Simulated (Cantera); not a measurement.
What does this Cantera script print?

```python
import numpy as np
import cantera as ct

gas = ct.Solution("gri30.yaml")
gas.TPX = 1098, 101325, {'CH3OH': 1, 'O2': 4.69, 'N2': 51.6}
reactor = ct.IdealGasReactor(gas, energy="on", clone=False)
net = ct.ReactorNet([reactor])
net.rtol, net.atol = 1e-08, 1e-16
show = ['CH3OH', 'O2', 'CH2', 'C2H6', 'CO', 'NO2', 'CH4']
times = np.geomspace(1e-06, 2, 11)

steps = ct.SolutionArray(gas, extra=["t"])
rows = []
print(f"{'t/s':>10s}{'T/K':>9s}{'P/Pa':>11s}" + "".join(f"{s:>11s}" for s in show))
for t in times:
    while net.time < t:
        t_next = net.step()
        steps.append(gas.state, t=t_next)
    rows.append([np.interp(t, steps.t, y) for y in (steps.T, steps.P, *steps(*show).X.T)])
    print(f"{t:10.3e}{rows[-1][0]:9.1f}{rows[-1][1]:11.4g}" + "".join(f"{x:11.3e}" for x in rows[-1][2:]))
rate = np.gradient(steps.T, steps.t)
print("integrator steps:", len(steps.t))
if steps.T.max() > steps.T[0] + 200:
    print(f"time of steepest temperature rise: {steps.t[rate.argmax()]:.4e} s")
gas.TPX = 1098, 101325, {'CH3OH': 1, 'O2': 4.69, 'N2': 51.6}
gas.equilibrate("UV")
print(f"equilibrium (UV): T = {gas.T:.1f} K  " + "  ".join(f"{s} {gas[s].X[0]:.3e}" for s in show))
```

Result:

```
       t/s      T/K       P/Pa      CH3OH         O2        CH2       C2H6         CO        NO2        CH4
 1.000e-06   1098.0  1.013e+05  1.746e-02  8.186e-02  1.584e-12  5.458e-21  6.448e-12  1.510e-34  2.151e-14
 4.267e-06   1098.0  1.013e+05  1.746e-02  8.186e-02  1.587e-12  4.195e-19  2.975e-11  6.343e-32  3.898e-13
 1.821e-05   1098.0  1.013e+05  1.746e-02  8.186e-02  1.587e-12  3.153e-17  1.292e-10  2.007e-29  6.994e-12
 7.768e-05   1098.0  1.013e+05  1.746e-02  8.186e-02  1.587e-12  2.137e-15  5.537e-10  2.381e-27  1.198e-10
 3.314e-04   1098.0  1.013e+05  1.746e-02  8.186e-02  1.587e-12  9.722e-14  2.368e-09  2.258e-25  1.715e-09
 1.414e-03   1098.0  1.013e+05  1.745e-02  8.186e-02  1.587e-12  1.523e-12  1.017e-08  2.101e-23  1.487e-08
 6.034e-03   1098.0  1.013e+05  1.745e-02  8.186e-02  1.587e-12  8.598e-12  4.472e-08  1.873e-21  7.572e-08
 2.575e-02   1098.0  1.013e+05  1.745e-02  8.186e-02  1.587e-12  3.373e-11  2.375e-07  2.566e-19  3.132e-07
 1.099e-01   1536.8  1.431e+05  3.474e-19  5.518e-02  4.938e-22  1.400e-29  7.047e-06  3.950e-09  7.766e-20
 4.687e-01   1537.1  1.431e+05  3.481e-29  5.519e-02 -4.814e-30  3.437e-45  5.220e-07  3.191e-09 -1.074e-28
 2.000e+00   1537.1  1.431e+05  4.851e-29  5.519e-02 -1.054e-30  1.351e-47  5.219e-07  3.555e-09 -2.233e-29
integrator steps: 2050
time of steepest temperature rise: 1.0100e-01 s
equilibrium (UV): T = 1534.5 K  CH3OH 4.873e-29  O2 5.479e-02  CH2 1.015e-31  C2H6 1.962e-55  CO 5.051e-07  NO2 2.319e-06  CH4 4.327e-30
```

Computed with Cantera and GRI-Mech 3.0 (53 species, 325 reactions). GRI-Mech 3.0 was tuned for natural gas; its chemistry of methanol as a main component is partial and can be far from experiment.
